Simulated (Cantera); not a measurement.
A perfectly stirred reactor is fed with NH3 : H2 = 1 : 0.13 (molar parts), at 20.0 Torr; it is held at 2150 K, and followed from long to short residence time.

Detailed kinetics in Cantera: the gas-phase N/H chemistry of the illustrative SiF4/NH3 mechanism in the Surface Chemkin manual (1991). Walls and surfaces, which speed up NH3 decomposition in real reactors, are not modelled.

Task: What does this change do: temperature 2150 to 2323 K?

Result: 
```tsv
quantity	before	after
x(NH3) at τ = 0.330 s	0.277	0.0898
x(H2) at τ = 0.330 s	0.560	0.697
x(N2H4) at τ = 0.330 s	5.40e-9	1.26e-9
x(NH2) at τ = 0.330 s	0.00116	0.000981
x(N2) at τ = 0.330 s	0.161	0.210
x(NH3) at τ = 4.30 ms	0.863	0.798
x(H2) at τ = 4.30 ms	0.130	0.176
x(N2H4) at τ = 4.30 ms	2.35e-8	2.74e-8
x(NH2) at τ = 4.30 ms	0.00242	0.00456
x(N2) at τ = 4.30 ms	0.00491	0.0212
```
